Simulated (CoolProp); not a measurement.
Vapour-liquid equilibrium of ethane (1) + n-perfluorobutane (2) at 262.1 K; x and y are mole fractions of (1).

Model: multi-fluid Helmholtz-energy mixture model, Bücker 2006 and Gao 2022; pair parameters Bell 2016, in CoolProp.

| x | bubble pressure, mixture model (MPa) | bubble pressure, Raoult's law (MPa) | y, mixture model | y, Raoult's law |
|---|---|---|---|---|
| 0.05 | 0.2077 | 0.1564 | 0.664 | 0.578 |
| 0.15 | 0.4837 | 0.3303 | 0.856 | 0.821 |
| 0.25 | 0.7251 | 0.5043 | 0.905 | 0.897 |
| 0.35 | 0.9153 | 0.6782 | 0.926 | 0.933 |
| 0.45 | 1.060 | 0.8522 | 0.938 | 0.955 |
| 0.55 | 1.176 | 1.026 | 0.946 | 0.970 |
| 0.65 | 1.283 | 1.200 | 0.954 | 0.980 |
| 0.75 | 1.399 | 1.374 | 0.963 | 0.987 |
| 0.85 | 1.538 | 1.548 | 0.975 | 0.993 |
| 0.95 | 1.709 | 1.722 | 0.990 | 0.998 |

The largest gap from Raoult's law is +46.4 % in bubble pressure, at x = 0.15. No azeotrope shows between x = 0.05 and 0.95.

Pair parameters are fitted to limited data, so mixtures are less certain than the pure fluids. The gap from Raoult's law changes sign with composition, which may be real or a fault of the pair parameters; it wasn't checked against measurements.
